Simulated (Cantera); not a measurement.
A perfectly stirred reactor is fed with CH4 : C2H6 : O2 : N2 = 1 : 0.89 : 7.75 : 29.1 (molar parts), equivalence ratio 0.66, at 180000 Pa; it is adiabatic with a 775 K inlet, and is followed from long to short residence time, starting on the burning branch (τ in s: 0.42, 0.16, 0.062, 0.024, 0.0092, 0.0036, 0.0014, 0.00053, 0.0002, 7.8e-05).

Cantera simulation using GRI-Mech 3.0 (53 species, 325 reactions); the numbers are that mechanism's predictions, not measurements.

One state of this run: T (K) = 2145; x CH4 = 2.74e-6; x C2H6 = 3.77e-7; x O2 = 0.0667; x N2O = 5.43e-7; x NO2 = 5.33e-7. x: mole fraction; the columns are a selection and need not sum to one.

Task: Which value of τ (s) does it belong to?
(A) 0.42
(B) 7.8e-5
(C) 0.024
(D) 0.0014

Result: C, 0.024
